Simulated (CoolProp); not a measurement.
A single-stage vapour-compression cycle with R125: evaporating at 210.15 K (dew point), condensing at 248.15 K (bubble point), superheat 8 K, subcooling 8 K, compressor efficiency 0.75, no pressure losses. Each further row changes one setting.

The numbers come from the reference Helmholtz-energy equation of state, Lemmon 2005 in CoolProp.

```csv
case,cooling COP,pressure ratio,discharge temperature (K),refrigerating effect (kJ/kg),volumetric capacity (kJ/m³)
as stated,3.73,6.08,276.8,144,445
evaporating temperature 215.15 K,4.50,4.59,273.1,?,591
condensing temperature 243.15 K,4.40,?,?,149,463
subcooling 13 K,?,6.08,276.8,149,463
superheat 18 K,3.72,6.08,287.6,150,?
compressor efficiency 0.65,3.23,6.08,284.2,144,445
```

Question: Complete the blanks.

Answer: 
- evaporating temperature 215.15 K, refrigerating effect (kJ/kg): 147
- condensing temperature 243.15 K, pressure ratio: 4.98
- condensing temperature 243.15 K, discharge temperature (K): 270.0
- subcooling 13 K, cooling COP: 3.88
- superheat 18 K, volumetric capacity (kJ/m³): 444
